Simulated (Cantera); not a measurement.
Input: 1 mol Si3N4, 6 mol O2, held at 1598 K and 0.133 bar.

Equilibrium computed with Cantera from the NASA thermochemical tables; the gas is ideal and each condensed phase is pure. Candidate condensed phases: Si, SiO2, Si2N2O, Si3N4; 16 gas species. The tables hold silica as quartz up to 1696 K and as liquid above; real silica turns to tridymite and cristobalite and melts near 1996 K. Equilibrium is a limit: real reactors are often held back by kinetics, nucleation or transport.

Base state: O2 0.599, N2 0.399, NO 0.00231, O 3.00e-5 (mole fractions); condensed: SiO2(β-quartz).

Question: What changes in the equilibrium state with this change: O2 from 6 to 0.12 mol?

Answer: 
```tsv
species	before	after
N2	0.399	1.000
O2	0.599	<1e-9
NO	0.00231	<1e-9
O	3.00e-5	<1e-9
SiO2(β-quartz), mol	3.00	0
Si2N2O(s), mol	0	0.240
Si3N4(s), mol	0	0.840
```
Mutual solubility and eutectic melting of coexisting phases are not modelled.
